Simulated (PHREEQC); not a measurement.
A solution holds 0.28 mol Na2HPO4 per kg of water, at 25 °C. Closed to the air; pH follows from the charge balance.

Computed with PHREEQC (ion-association model, phreeqc.dat).

This is a speciation only: nothing precipitates in the calculation.

Question: Predict the pH.

Answer: pH 8.93.

Question: In which forms is Na present?

Answer: Na+ 92 %, NaHPO4- 8.3 % of the Na.

The ionic strength is past about 0.7 mol/kgw, beyond the range of this activity model, so the values are rough.
